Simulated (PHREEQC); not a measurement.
## Hard or scaling water (model solution)

Dissolve 0.21 mol MgCl2, 0.0002 mol Na2SO4 and 0.022 mol MgSO4 per kg of water at 25 °C. Closed to the air; pH follows from the charge balance.

Equilibrium calculation in PHREEQC: Pitzer model, pitzer.dat.

Each row changes one thing in this solution. No solid was allowed to form.

```tsv
case	MgOH+ (mol/kgw)	HSO4- (mol/kgw)	SI of Epsomite (MgSO4:7H2O)	SI of Hexahydrite (MgSO4:6H2O)
as made	3.48e-7	6.51e-8	-2.21	-2.48
Na2SO4 from 0.0002 to 0.0003 mol/kgw	3.49e-7	[?]	-2.21	-2.48
MgCl2 left out	1.27e-7	[?]	-2.46	-2.74
MgCl2 from 0.21 to 0.021 mol/kgw	1.81e-7	8.99e-8	-2.34	-2.62
Na2SO4 from 0.0002 to 0.0004 mol/kgw	3.49e-7	6.56e-8	-2.21	-2.48
MgCl2 from 0.21 to 0.105 mol/kgw	2.80e-7	7.48e-8	-2.24	-2.52
diluted 10-fold with water	1.15e-7	1.16e-8	-3.36	-3.64
```

**Question.** What belongs in the gaps?

**Answer.** 
- Na2SO4 from 0.0002 to 0.0003 mol/kgw, HSO4- (mol/kgw): 6.53e-8
- MgCl2 left out, HSO4- (mol/kgw): 9.51e-8
